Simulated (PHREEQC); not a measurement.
23 g of hydrous ferric oxide (600 m²/g; 0.2 weak and 0.005 strong sites per Fe, Dzombak-Morel constants, diffuse double layer) in 1 kg of water with 0.1 mol/kgw of an inert sodium salt and 0.018 mol/kgw PbCl2, at 25 °C; the pH is set by adding NaOH or the inert anion's acid. O2 is buffered at 0.21 atm. No CO2 enters from the air. Nothing may precipitate in this run.

The series has 17 steps of pH, from 4 to 10.

Computed with PHREEQC (ion-association model, wateq4f.dat).

Problem. Near which pH is half of the Pb sorbed, and on which side is more sorbed?

Solution. Near pH 4.5, with more sorbed at higher pH.

Problem. At which pH does the surface charge pass through zero?

Solution. Near pH 9.0.

Species that the database lacks are ignored.
